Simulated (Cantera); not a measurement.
Charge: 1 mol CaS, 0.14 mol SO3, 0.63 mol CO2, held at 1848.15 K and 0.100 bar.

Cantera's Mixture.equilibrate('TP', solver="vcs", rtol=1e-11, max_steps=5000) on the NASA tables stopped like this:

```
ERROR: FAILURE its = 5001!

*******************************************************************************
CanteraError thrown by MultiPhase::equilibrate:
VCS solver failed. Return code: -1
*******************************************************************************
```

What got this run through?

One answer among several that fit: The failure is numerical, not chemical. The same input converged with solver="gibbs", rtol=1e-10, max_steps=50000, and the result passed a check of the equilibrium conditions:
```
T = 1848.15 K  P = 10000 Pa  gas = 0.9527 mol
   x: CO 3.308e-01  CO2 3.296e-01  SO2 2.403e-01  S2 7.152e-02  SO 2.416e-02  S2O 1.792e-03  S 9.174e-04  COS 9.126e-04  O2 1.110e-06
   condensed (mol): CaO(s) 0.2534  CaS(s) 0.7466
```

The gas is ideal and each condensed phase is pure. Mutual solubility and eutectic melting of coexisting phases are not modelled.
